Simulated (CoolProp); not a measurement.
Saturation properties of o-xylene.

Model: reference Helmholtz-energy equation of state, Zhou 2012, in CoolProp.

| T (K) | p (MPa) | liquid density (kg/m³) | vapour density (kg/m³) | enthalpy of vaporisation (kJ/kg) | liquid cp (kJ/(kg K)) | liquid conductivity (mW/(m K)) |
|---|---|---|---|---|---|---|
| 316 | 0.002389 | 860.8 | 0.09683 | 399.5 | 1.820 | 126 |
| 352.5 | 0.01236 | 829.3 | 0.4527 | 380.1 | 1.941 | 117 |
| 389 | 0.04460 | 796.5 | 1.505 | 359.8 | 2.070 | ? |
| 425.5 | 0.1246 | 761.7 | 3.955 | 337.7 | 2.206 | ? |
| 461.9 | 0.2881 | 724.1 | 8.802 | 313.1 | 2.347 | ? |
| 498.4 | 0.5819 | 682.2 | 17.57 | 284.8 | 2.503 | 84.2 |
| 534.9 | 1.060 | 633.5 | 32.79 | 250.6 | 2.692 | 79.0 |
| 571.4 | 1.789 | 572.0 | 60.11 | 205.5 | ? | 75.5 |
| 607.8 | 2.857 | 475.1 | 120.1 | 133.0 | 4.031 | 75.5 |

Complete the blanks.


- 389, liquid conductivity (mW/(m K)): 108
- 425.5, liquid conductivity (mW/(m K)): 98.8
- 461.9, liquid conductivity (mW/(m K)): 90.9
- 571.4, liquid cp (kJ/(kg K)): 2.993

It boils at 417.5 K under 1 atm.

Thermal conductivity comes from a separate model (Mylona 2014).
